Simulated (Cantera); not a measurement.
An isothermal, constant-pressure homogeneous reactor starts with CH₄ : H₂O = 1 : 1.2 (molar parts), at 1900 K and 1.01 bar. Integrator tolerance rtol = 1e-08.

Detailed kinetics in Cantera: GRI-Mech 3.0 (53 species, 325 reactions).

**Question.** What does this change do: temperature 1900 to 1648 K?

**Answer.** 
| quantity | before | after |
|---|---|---|
| x(CH₄) at 4.00 s | 2.35e-6 (gas-phase equilibrium 1.98e-7) | 0.0191 (gas-phase equilibrium 1.76e-6) |
| x(H₂O) at 4.00 s | 0.0442 (gas-phase equilibrium 0.0442) | 0.106 (gas-phase equilibrium 0.0432) |
| x(HO₂) at 4.00 s | <1e-12 (gas-phase equilibrium <1e-12) | <1e-12 (gas-phase equilibrium <1e-12) |
| x(C₂H) at 4.00 s | <1e-12 (gas-phase equilibrium <1e-12) | 9.98e-9 (gas-phase equilibrium <1e-12) |
| x(O₂) at 4.00 s | 6.44e-11 (gas-phase equilibrium 6.44e-11) | 2.49e-12 (gas-phase equilibrium <1e-12) |
| x(C₂H₆) at 4.00 s | <1e-12 (gas-phase equilibrium <1e-12) | 2.75e-6 (gas-phase equilibrium <1e-12) |

**Question.** What does this change do: temperature 1900 to 1423 K?

**Answer.** 
```tsv
quantity	before	after
x(CH₄) at 4.00 s	2.35e-6 (gas-phase equilibrium 1.98e-7)	0.154 (gas-phase equilibrium 2.45e-5)
x(H₂O) at 4.00 s	0.0442 (gas-phase equilibrium 0.0442)	0.415 (gas-phase equilibrium 0.0417)
x(HO₂) at 4.00 s	<1e-12 (gas-phase equilibrium <1e-12)	<1e-12 (gas-phase equilibrium <1e-12)
x(C₂H) at 4.00 s	<1e-12 (gas-phase equilibrium <1e-12)	9.37e-10 (gas-phase equilibrium <1e-12)
x(O₂) at 4.00 s	6.44e-11 (gas-phase equilibrium 6.44e-11)	<1e-12 (gas-phase equilibrium <1e-12)
x(C₂H₆) at 4.00 s	<1e-12 (gas-phase equilibrium <1e-12)	0.000118 (gas-phase equilibrium 2.05e-12)
```
